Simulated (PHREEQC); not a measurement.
Dissolve 0.038 mol/kgw H3PO4, 0.17 mol/kgw K2HPO4 and 0.062 mol/kgw KCl at 20 °C. Closed to the air; pH follows from the charge balance.

Equilibrium calculation in PHREEQC: ion-association model, wateq4f.dat.

```csv
quantity,before,after
pH,6.89,11.02
ionic strength (mol/kgw),0.499,0.916
H2PO4- (mol/kgw),0.0760,5.51e-6
KHPO4- (mol/kgw),0.0174,0.0159
```

Question: What was changed between the two runs?
(A) 0.33 mol/kgw KHF2 added
(B) H3PO4 replaced by KH2PO4 at the same molality
(C) diluted 5-fold with water
(D) 0.13 mol/kgw Na2S added
(E) diluted 2-fold with water

Answer: D, 0.13 mol/kgw Na2S added

No solid was allowed to form. The ionic strength passes 0.7 mol/kgw, the rough limit of the ion-association models, in after. H3PO4, which wateq4f.dat lacks, is added to it with the constant of phreeqc.dat.
